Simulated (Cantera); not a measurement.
Charge: 1 mol B2H6, 28 mol N2, at 950 K and 85000 Pa.

Method: chemical equilibrium by Gibbs-energy minimisation in Cantera with the NASA 1993 tables (ideal gas, pure condensed phases). Candidate condensed phases: B, BN; 15 gas species. The feed counts by its element totals alone. N2 is the only nitrogen source here; it is nearly inert below about 1500 K, so the nitride shown seldom forms there in practice. Equilibrium is a limit: real reactors are often held back by kinetics, nucleation or transport.

Base state: N2 0.900, H2 0.1000, NH3 2.10e-5 (mole fractions); condensed: BN(s).

Question: What changes in the equilibrium state with this change: B2H6 replaced by B2O3?

Answer: 
```csv
species,before,after
N2,0.900,1.00
H2,0.1000,0
NH3,2.10e-5,0
"BN(s), mol",2.00,0
"B2O3(l), mol",0,1.00
```
Further candidate phases: B2O3.
